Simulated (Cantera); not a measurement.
What does this Cantera script print?

```python
import numpy as np
import cantera as ct

gas = ct.Solution("h2o2.yaml")
gas.TPX = 1175, 100000, {'H2': 0.6, 'O2': 1, 'N2': 1.9}
reactor = ct.IdealGasConstPressureReactor(gas, energy="off", clone=False)
net = ct.ReactorNet([reactor])
net.rtol, net.atol = 1e-08, 1e-18
show = ['H2', 'O2', 'O', 'H2O2', 'HO2']
times = np.geomspace(0.0001, 100, 9)

steps = ct.SolutionArray(gas, extra=["t"])
rows = []
print(f"{'t/s':>10s}{'T/K':>9s}{'P/Pa':>11s}" + "".join(f"{s:>11s}" for s in show))
for t in times:
    while net.time < t:
        t_next = net.step()
        steps.append(gas.state, t=t_next)
    rows.append([np.interp(t, steps.t, y) for y in (steps.T, steps.P, *steps(*show).X.T)])
    print(f"{t:10.3e}{rows[-1][0]:9.1f}{rows[-1][1]:11.4g}" + "".join(f"{x:11.3e}" for x in rows[-1][2:]))
rate = np.gradient(steps.T, steps.t)
print("integrator steps:", len(steps.t))
if steps.T.max() > steps.T[0] + 200:
    print(f"time of steepest temperature rise: {steps.t[rate.argmax()]:.4e} s")
gas.TPX = 1175, 100000, {'H2': 0.6, 'O2': 1, 'N2': 1.9}
gas.equilibrate("TP")
print(f"equilibrium (TP): T = {gas.T:.1f} K  " + "  ".join(f"{s} {gas[s].X[0]:.3e}" for s in show))
```

Output:

```
       t/s      T/K       P/Pa         H2         O2          O       H2O2        HO2
 1.000e-04   1175.0      1e+05  4.106e-03  2.197e-01  5.273e-04  1.312e-05  1.152e-04
 5.623e-04   1175.0      1e+05  5.157e-04  2.189e-01  2.211e-05  2.320e-06  2.313e-05
 3.162e-03   1175.0      1e+05  2.981e-05  2.187e-01  1.287e-06  1.778e-07  1.760e-06
 1.778e-02   1175.0      1e+05  1.333e-07  2.187e-01  1.237e-07  2.648e-08  4.761e-08
 1.000e-01   1175.0      1e+05  6.166e-09  2.187e-01  2.061e-08  4.784e-09  1.383e-08
 5.623e-01   1175.0      1e+05  3.049e-09  2.187e-01  7.176e-09  1.741e-09  1.412e-08
 3.162e+00   1175.0      1e+05  3.016e-09  2.187e-01  6.874e-09  1.672e-09  1.425e-08
 1.778e+01   1175.0      1e+05  3.016e-09  2.187e-01  6.874e-09  1.672e-09  1.425e-08
 1.000e+02   1175.0      1e+05  3.016e-09  2.187e-01  6.874e-09  1.672e-09  1.425e-08
integrator steps: 1635
equilibrium (TP): T = 1175.0 K  H2 3.016e-09  O2 2.187e-01  O 6.874e-09  H2O2 1.672e-09  HO2 1.425e-08
```

Cantera simulation using the H2/O2 subset of GRI-Mech 3.0, which has no nitrogen chemistry; the numbers are that mechanism's predictions, not measurements. The temperature is held fixed by assumption; the heat of reaction is taken as removed at once.
